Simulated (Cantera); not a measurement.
A closed system holds: 1 mol Si, 0.19 mol CO₂, a varied amount of H₂, at 1798 K and 1.33 mbar.

These are equilibrium values from Cantera (NASA tables, ideal gas, pure condensed phases), not measurements of a reactor. Candidate condensed phases: C, C₆H₆, C₇H₈, C₈H₁₈, H₂O, Si, SiC, SiO₂; 123 gas species. Mutual solubility and eutectic melting of coexisting phases are not modelled. Gases not in the tables: Si₂H₆ and higher silanes. Equilibrium is a limit: real reactors are often held back by kinetics, nucleation or transport.

x: gas mole fraction; n: condensed amount in mol.

```
n(H₂) (mol)   x H₂     x SiO      x H      x Si      x CO  n Si(l)  n SiC(s)
-----------  -----  --------  -------  --------  --------  -------  --------
22           0.971    0.0153  0.00950   0.00231   0.00158    0.445     0.154
36           0.978   0.00940  0.00953   0.00231  0.000969    0.409     0.154
59           0.982   0.00576  0.00955   0.00231  0.000594    0.351     0.153
98           0.984   0.00348  0.00957   0.00231  0.000358    0.253     0.152
160          0.986   0.00213  0.00957   0.00231  0.000220   0.0971     0.151
270          0.987   0.00120  0.00958   0.00183  0.000197        0         ?
440          0.988  0.000646  0.00959   0.00130  0.000211        0         ?
730          0.989  0.000315  0.00959  0.000926  0.000202        0         ?
```

### Question
Some entries are withheld; supply them.

### Answer

- 270, n SiC(s): 0.131
- 440, n SiC(s): 0.0900
- 730, n SiC(s): 0.0331
